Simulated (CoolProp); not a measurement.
p-xylene along the isobar 101 kPa: fugacity coefficient from the reference equation and from simpler models built on Tc = 616.2 K, pc = 3532 kPa, ω = 0.324; each cubic takes its own stable root.

Computed with CoolProp (reference Helmholtz-energy equation of state, Zhou 2012).

| T (K) | phase | reference |
|---|---|---|
| 325.2 | liquid | 0.04735 |
| 335.8 | liquid | 0.07607 |
| 346.3 | liquid | 0.1175 |
| 356.9 | liquid | 0.1766 |
| 367.5 | liquid | 0.2579 |
| 378 | liquid | 0.3655 |
| 388.6 | liquid | 0.5075 |
| 399.1 | liquid | 0.6874 |
| 409.7 | liquid | 0.9151 |
| 420.2 | gas | 0.9588 |
| 430.8 | gas | 0.9625 |
| 441.3 | gas | 0.9658 |
| 451.9 | gas | 0.9687 |
| 462.4 | gas | 0.9713 |
| 473 | gas | 0.9736 |

Task: How far does each simpler model (van der Waals, Soave-Redlich-Kwong, Peng-Robinson) lie from the reference over these 15 states: mean and median of the absolute difference, and the worst?

Result: 
- van der Waals: mean 324.8 %, median 42.1 %, worst +1934.8 % at 325.2 K and 101 kPa
- Soave-Redlich-Kwong: mean 2.0 %, median 0.9 %, worst -6.1 % at 325.2 K and 101 kPa
- Peng-Robinson: mean 0.3 %, median 0.2 %, worst +0.8 % at 420.2 K and 101 kPa

At some of these states van der Waals gives the other phase, because its saturation line lies elsewhere.
